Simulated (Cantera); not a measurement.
A closed system holds: 1 mol SiCl₄, 0.16 mol O₃, held at 575 K and 9000 Pa.

Method: chemical equilibrium by Gibbs-energy minimisation in Cantera with the NASA 1993 tables (ideal gas, pure condensed phases). Candidate condensed phases: Si, SiO₂; 15 gas species. Rates play no part.

Base state: SiCl₄ 0.613, Cl₂ 0.387 (mole fractions); condensed: SiO₂(α-quartz).

Task: What changes in the equilibrium state with this change: SiCl₄ replaced by SiH₄?

Result: 
```csv
species,before,after
H₂,0,1.00
SiCl₄,0.613,0
Cl₂,0.387,0
"SiO₂(α-quartz), mol",0.240,0.240
"Si(s), mol",0,0.760
```
Further candidate phases: H₂O.

Task: What changes in the equilibrium state with this change: O₃ from 0.16 to 0.087 mol?

Result: 
```csv
species,before,after
SiCl₄,0.613,0.769
Cl₂,0.387,0.231
"SiO₂(α-quartz), mol",0.240,0.131
```

Task: What changes in the equilibrium state with this change: O₃ from 0.16 to 0.86 mol?

Result: 
| species | before | after |
|---|---|---|
| Cl₂ | 0.387 | 0.873 |
| O₂ | <1e-9 | 0.127 |
| SiCl₄ | 0.613 | <1e-9 |
| SiO₂(α-quartz), mol | 0.240 | 1.00 |
